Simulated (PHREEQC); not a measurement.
Alkaline etch or developer: an equilibrium model

Consider water at 25 °C with 0.0049 mol/kgw NaOH, 7.6e-05 mol/kgw H3BO3 and 0.00019 mol/kgw Na2CO3. Closed to the air; pH follows from the charge balance.

Computed with PHREEQC (ion-association model, wateq4f.dat).

No solid was allowed to form.

**Question.** Predict the pH, ionic strength.

**Answer.** pH 11.65; ionic strength 0.00544 mol/kgw.

**Question.** In which forms is C present?

**Answer.** CO3-2 90 %, NaCO3- 6.5 %, HCO3- 3.4 % of the C.

Species that the database lacks are ignored.
